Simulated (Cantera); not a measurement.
Low-pressure radical oxidation in H2/O2

A perfectly stirred reactor is fed with 27.0 % H2, 73.0 % O2, equivalence ratio 0.18, at 3.98 Torr; it is held at 1350 K, and followed from long to short residence time.

Model: GRI-Mech 3.0 (53 species, 325 reactions), integrated in Cantera. Radical loss at walls, strong at low pressure, is not modelled. The temperature is held fixed by assumption; the heat of reaction is taken as removed at once.

```
τ (s)      x H2   x O2      x H    x HO2      x O     x OH
------  -------  -----  -------  -------  -------  -------
3.4     0.00151  0.680  0.00170  2.02e-6  0.00657  0.00590
1.7     0.00235  0.675  0.00335  2.42e-6   0.0103  0.00736
0.86    0.00359  0.669  0.00643  2.77e-6   0.0159  0.00907
0.43    0.00540  0.660   0.0122  3.03e-6   0.0243   0.0111
0.22    0.00774  0.648   0.0215  3.16e-6   0.0356   0.0131
0.11     0.0106  0.631   0.0360  3.14e-6   0.0502   0.0152
0.055    0.0135  0.613   0.0536  3.03e-6   0.0655   0.0168
0.028    0.0160  0.599   0.0694  2.89e-6   0.0778   0.0178
0.014    0.0184  0.589   0.0812  2.77e-6   0.0854   0.0185
0.0071   0.0215  0.585   0.0881  2.70e-6   0.0880   0.0192
0.0036   0.0267  0.586   0.0916  2.65e-6   0.0863   0.0200
```
x: mole fraction; the columns are a selection and need not sum to one.
